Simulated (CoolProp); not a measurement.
Saturation properties of octamethyltrisiloxane (MDM) (Tc = 565.4 K, pc = 1.438 MPa, ω = 0.528).

The numbers come from the reference Helmholtz-energy equation of state, Thol 2017 in CoolProp.

```
T (K)   p (MPa)  vapour density (kg/m³)  enthalpy of vaporisation (kJ/kg)
-----  --------  ----------------------  --------------------------------
309.5  0.001014                 0.09342                             199.9
317.8  0.001634                  0.1468                             196.6
326.1  0.002554                  0.2238                             193.4
334.4  0.003878                  0.3320                             190.1
342.7  0.005737                  0.4804                             186.9
350.9  0.008251                  0.6768                             183.7
359.2   0.01166                  0.9379                             180.4
367.5   0.01616                   1.275                             177.1
```

It boils at 425.6 K under 1 atm.
